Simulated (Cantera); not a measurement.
Feed: 1 mol AlBr3, 23 mol O2, 40 mol H2, held at 675 K and 0.130 bar.

Equilibrium computed with Cantera from the NASA thermochemical tables; the gas is ideal and each condensed phase is pure. Candidate condensed phases: Al, AlBr3, Al2O3, Br2, H2O; 25 gas species. The numbers say what is thermodynamically allowed, not how fast it happens.

Base state: H2O 0.914, O2 0.0515, Br2 0.0342, HBr 0.000153, Br 1.03e-5 (mole fractions); condensed: Al2O3(s).

Problem. What changes in the equilibrium state with this change: O2 from 23 to 0.5 mol?

Solution. 
```tsv
species	before	after
H2	<1e-9	0.944
HBr	0.000153	0.0484
AlBr3	<1e-9	0.00775
H2O	0.914	<1e-9
O2	0.0515	<1e-9
Br2	0.0342	<1e-9
Al2Br6	<1e-9	0.000158
Br	1.03e-5	<1e-9
Al2O3(s), mol	0.500	0.333
```

Problem. What changes in the equilibrium state with this change: temperature from 675 K to 1925 K?

Solution. 
```tsv
species	before	after
H2O	0.914	0.871
O2	0.0515	0.0552
Br	1.03e-5	0.0433
Br2	0.0342	7.86e-5
HBr	0.000153	0.0231
OH	<1e-9	0.00492
H2	<1e-9	0.00165
O	<1e-9	0.000240
Al2O3(s), mol	0.500	0.500
```
Gases not in the tables: Al(OH)3.
